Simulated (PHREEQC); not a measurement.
Consider water at 61 °C with 3.9 mmol/kgw HNO3 and 2.8 mmol/kgw CuCl2. Closed to the air; pH follows from the charge balance.

The numbers come from PHREEQC with the ion-association model, wateq4f.dat.

Q: The ionic strength comes out as 0.0121 mol/kgw. What activity coefficients do Cl-, CuCl+, NO3-, H+, Cu+2 get?

A: Cl- 0.89, CuCl+ 0.89, NO3- 0.88, H+ 0.90, Cu+2 0.64.

Precipitation was switched off in this run. Constants without temperature data keep their 25 °C values here.
